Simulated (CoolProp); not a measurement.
50 sccm (0 °C, 1 atm) of nitrogen bubbles through liquid dimethyl carbonate at 325.5 K and leaves saturated at a total pressure of 0.15 MPa (ideal gas phase). Each further row changes one setting.

Values from CoolProp's reference Helmholtz-energy equation of state, Zhou 2011.

```csv
case,vapour pressure (kPa),mole fraction of vapour,delivery (mg/min),delivery (sccm),change of delivery for a bath 1 K warmer (%)
as stated,25.7,[?],41.5,[?],5.1
bath temperature 330.5 K,31.5,[?],53.3,13.3,5.2
total pressure 0.3 MPa,25.7,0.0856,18.8,4.68,[?]
```

Some entries are withheld; supply them.


- as stated, mole fraction of vapour: 0.171
- as stated, delivery (sccm): 10.3
- bath temperature 330.5 K, mole fraction of vapour: 0.210
- total pressure 0.3 MPa, change of delivery for a bath 1 K warmer (%): 4.6
